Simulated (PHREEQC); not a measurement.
Solution (30 °C): 0.0096 mol/kgw HF, 0.0015 mol/kgw NaF and 0.00043 mol/kgw HCl. Closed to the air; pH follows from the charge balance.

Equilibrium calculation in PHREEQC: ion-association model, wateq4f.dat.

Precipitation was switched off in this run.

Question: Estimate the pH, ionic strength.

Answer: pH 2.75; ionic strength 0.00338 mol/kgw.

Question: In which forms is F present?

Answer: HF 70 %, F- 26 %, H2F2 2.4 %, HF2- 1.6 % of the F.

Complexes and solids missing from the database can't appear.
